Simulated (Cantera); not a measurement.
Feed: 1 mol MgO, 0.59 mol Cl₂, 4.2 mol H₂, at 0.110 bar.

Equilibrium computed with Cantera from the NASA thermochemical tables; the gas is ideal and each condensed phase is pure. Candidate condensed phases: H₂O, Mg, MgCl₂, MgO, Mg(OH)₂; 22 gas species. Condensed phases not in the tables: MgOHCl. The numbers say what is thermodynamically allowed, not how fast it happens.

x: gas mole fraction; n: condensed amount in mol.

```tsv
T (°C)	x H₂	x HCl	x H₂O	x MgCl₂	x H	x Cl	n MgCl₂(s)	n MgO(s)
627	0.755	0.243	0.00201	7.84e-5	3.06e-10	(withheld)	0.00922	0.990
702	0.754	0.245	0.000845	0.000845	2.99e-9	(withheld)	0	0.996
777	0.754	0.243	0.00159	0.00159	2.12e-8	(withheld)	0	0.992
852	0.754	0.241	0.00273	0.00273	1.16e-7	(withheld)	0	0.987
927	0.754	0.238	0.00434	0.00434	5.17e-7	(withheld)	0	0.979
1002	0.754	0.233	0.00648	0.00648	1.93e-6	(withheld)	0	0.969
1077	0.754	0.228	0.00917	0.00917	6.24e-6	(withheld)	0	0.956
1152	0.754	0.222	0.0124	0.0124	1.79e-5	(withheld)	0	0.941
1227	0.754	0.214	0.0161	0.0161	4.61e-5	(withheld)	0	0.923
1302	0.754	0.206	0.0201	0.0201	0.000109	(withheld)	0	0.904
1377	0.753	0.197	0.0245	0.0245	0.000238	(withheld)	0	0.883
```

Question: Some entries are withheld; supply them.

Answer: 
- 627, x Cl: 9.61e-11
- 702, x Cl: 9.15e-10
- 777, x Cl: 6.25e-9
- 852, x Cl: 3.30e-8
- 927, x Cl: 1.41e-7
- 1002, x Cl: 5.07e-7
- 1077, x Cl: 1.57e-6
- 1152, x Cl: 4.30e-6
- 1227, x Cl: 1.06e-5
- 1302, x Cl: 2.36e-5
- 1377, x Cl: 4.88e-5
